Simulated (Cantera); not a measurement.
**Si3N4 + HF + N2 + O2 (nitride etching)**

Charge: 1 mol Si3N4, 5 mol HF, 15 mol N2, 1.9 mol O2, at 22.0 Pa.

These are equilibrium values from Cantera (NASA tables, ideal gas, pure condensed phases), not measurements of a reactor. Candidate condensed phases: H2O, Si, SiO2, Si2N2O, Si3N4; 58 gas species. The tables' values for SiF3, SiF2 are old estimates; treat these amounts as uncertain. The tables hold silica as quartz up to 1696 K and as liquid above; real silica turns to tridymite and cristobalite and melts near 1996 K. Kinetics and transport are ignored.

```
T (K)   x N2    x HF    x H2     x SiO   x SiF4   x SiF3       x H  n SiO2(β-quartz)  n SiO2(condensed)
-----  -----  ------  ------  --------  -------  -------  --------  ----------------  -----------------
1350   0.813  0.0305   0.104  0.000269   0.0511  0.00127   5.19e-5              1.90                  0
1400   0.811  0.0340   0.102   0.00140   0.0492  0.00241  0.000105              1.89                  0
1450   0.806  0.0422  0.0972   0.00488   0.0458  0.00370  0.000199              1.85                  0
1500   0.797  0.0571  0.0884    0.0119   0.0407  0.00462  0.000353              1.77                  0
1550   0.783  0.0787  0.0754    0.0228   0.0340  0.00492  0.000583              1.65                  0
1600   0.766   0.106  0.0592    0.0368   0.0263  0.00459  0.000892              1.49                  0
1650   0.748   0.134  0.0418    0.0521   0.0184  0.00374   0.00125              1.30                  0
1700   0.731   0.160  0.0264    0.0659   0.0117  0.00270   0.00161                 0               1.13
1750   0.719   0.178  0.0150    0.0760  0.00692  0.00178   0.00192                 0              0.993
```
x: gas mole fraction; n: condensed amount in mol.

From 1350 K to 1650 K the condensed part is SiO2(β-quartz). From 1700 K to 1750 K the condensed part is SiO2(condensed). The main Si-bearing gas is SiF4 at 1350 K and SiO at 1750 K. The share of Si in condensed phases is highest at 1350 K (63.2 %) and lowest at 1750 K (33.1 %).
